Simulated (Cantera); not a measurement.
Cantera run, input and output.

```python
import numpy as np
import cantera as ct

gas = ct.Solution("gri30.yaml")
gas.TPX = 2123, 3900, {'NO': 1, 'N2': 0.11}
inlet = ct.Reservoir(gas, clone=True)

reactor = ct.IdealGasConstPressureReactor(gas, energy="off", clone=False)
exhaust = ct.Reservoir(gas, clone=True)
tau = [10, 4.9, 2.3, 1.1, 0.51, 0.24, 0.11, 0.053, 0.025, 0.012, 0.0056][0]
for a, b in ((inlet, reactor), (reactor, exhaust)):
    ct.MassFlowController(a, b, mdot=lambda t: reactor.mass / tau)
net = ct.ReactorNet([reactor])
show = ['NO', 'N2O', 'N2', 'O', 'NO2']

rows = []
print(f"{'tau/s':>10s}{'T/K':>9s}" + "".join(f"{s:>11s}" for s in show))
for tau in [10, 4.9, 2.3, 1.1, 0.51, 0.24, 0.11, 0.053, 0.025, 0.012, 0.0056]:
    net.initial_time = 0.0
    net.advance(30 * tau)
    before = gas.X
    net.advance(40 * tau)
    drift = np.max(np.abs(gas.X - before) / (gas.X + 1e-9))
    rows.append([gas.T, *gas[show].X, drift])
    print(f"{tau:10.3e}{gas.T:9.1f}" + "".join(f"{x:11.3e}" for x in gas[show].X))
```

It prints:

```
     tau/s      T/K         NO        N2O         N2          O        NO2
 1.000e+01   2123.0  1.131e-01  2.935e-06  4.915e-01  5.200e-03  4.312e-05
 4.900e+00   2123.0  1.821e-01  7.656e-06  4.571e-01  4.986e-03  6.614e-05
 2.300e+00   2123.0  3.016e-01  2.182e-05  3.974e-01  4.591e-03  9.956e-05
 1.100e+00   2123.0  4.683e-01  5.643e-05  3.142e-01  3.975e-03  1.302e-04
 5.100e-01   2123.0  6.541e-01  1.223e-04  2.215e-01  3.141e-03  1.356e-04
 2.400e-01   2123.0  7.838e-01  1.950e-04  1.568e-01  2.370e-03  1.116e-04
 1.100e-01   2123.0  8.512e-01  2.473e-04  1.233e-01  1.811e-03  8.239e-05
 5.300e-02   2123.0  8.788e-01  2.703e-04  1.095e-01  1.465e-03  6.314e-05
 2.500e-02   2123.0  8.913e-01  2.722e-04  1.034e-01  1.175e-03  4.964e-05
 1.200e-02   2123.0  8.968e-01  2.524e-04  1.007e-01  8.741e-04  3.814e-05
 5.600e-03   2123.0  8.993e-01  2.057e-04  9.962e-02  5.380e-04  2.499e-05
```

Model: GRI-Mech 3.0 (53 species, 325 reactions), integrated in Cantera. Radical loss at walls, strong at low pressure, is not modelled.
